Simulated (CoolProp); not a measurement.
R245ca along the isotherm 450 K: fugacity coefficient from the reference equation and from simpler models built on Tc = 447.6 K, pc = 3941 kPa, ω = 0.355; each cubic takes its own stable root.

Computed with CoolProp (reference Helmholtz-energy equation of state, Zhou 2016).

```json
[
 {"p (kPa)": "657", "phase": "gas", "reference": "0.9431", "van der Waals": "0.9513", "Redlich-Kwong": "0.9446", "Soave-Redlich-Kwong": "0.9448", "Peng-Robinson": "0.9389"},
 {"p (kPa)": "1310", "phase": "gas", "reference": "0.8880", "van der Waals": "0.9032", "Redlich-Kwong": "0.8906", "Soave-Redlich-Kwong": "0.8910", "Peng-Robinson": "0.8800"},
 {"p (kPa)": "1970", "phase": "gas", "reference": "0.8331", "van der Waals": "0.8545", "Redlich-Kwong": "0.8368", "Soave-Redlich-Kwong": "0.8373", "Peng-Robinson": "0.8220"},
 {"p (kPa)": "2630", "phase": "gas", "reference": "0.7786", "van der Waals": "0.8054", "Redlich-Kwong": "0.7832", "Soave-Redlich-Kwong": "0.7840", "Peng-Robinson": "0.7652"},
 {"p (kPa)": "3280", "phase": "gas", "reference": "0.7241", "van der Waals": "0.7556", "Redlich-Kwong": "0.7299", "Soave-Redlich-Kwong": "0.7310", "Peng-Robinson": "0.7096"},
 {"p (kPa)": "3940", "phase": "gas", "reference": "0.6653", "van der Waals": "0.7007", "Redlich-Kwong": "0.6728", "Soave-Redlich-Kwong": "0.6744", "Peng-Robinson": "0.6512"},
 {"p (kPa)": "4600", "phase": "supercritical", "reference": "0.5936", "van der Waals": "0.6320", "Redlich-Kwong": "0.6039", "Soave-Redlich-Kwong": "0.6065", "Peng-Robinson": "0.5835"},
 {"p (kPa)": "5250", "phase": "supercritical", "reference": "0.5355", "van der Waals": "0.5774", "Redlich-Kwong": "0.5482", "Soave-Redlich-Kwong": "0.5509", "Peng-Robinson": "0.5282"},
 {"p (kPa)": "5910", "phase": "supercritical", "reference": "0.4891", "van der Waals": "0.5339", "Redlich-Kwong": "0.5036", "Soave-Redlich-Kwong": "0.5062", "Peng-Robinson": "0.4838"}
]
```
